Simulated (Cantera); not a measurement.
Cantera with NASA thermochemical tables; ideal gases at 1 bar, condensed phases pure. Values are per mole of reaction as written; species without (g) are pure solids or liquids, kept so even where they would boil at 1 bar.

Cu₂O + 4 OH(g) = O(g) + 2 Cu(OH)₂, with ΔH° = -638.2 kJ and ΔS° = -449.3 J/K at 300 K.

**Question.** How far is the shortcut ΔG° ≈ ΔH°(300 K) − T·ΔS°(300 K) from the full temperature-dependent value at 523, 623, 723, 823, 923, 1023, 1123, 1223, 1323, 1423 K?

**Answer.** 
```csv
T (K),shortcut (kJ),full (kJ),difference (kJ),difference in log10 K
523,-403.2,-405.4,2.2,-0.22
623,-358.3,-362.8,4.6,-0.38
723,-313.3,-321.0,7.6,-0.55
823,-268.4,-279.8,11.4,-0.72
923,-223.5,-239.4,15.9,-0.90
1023,-178.5,-199.5,21.0,-1.07
1123,-133.6,-160.2,26.6,-1.24
1223,-88.7,-121.3,32.7,-1.40
1323,-43.7,-82.9,39.2,-1.55
1423,1.2,-44.8,46.0,-1.69
```
The shortcut ignores the heat-capacity change of the reaction.
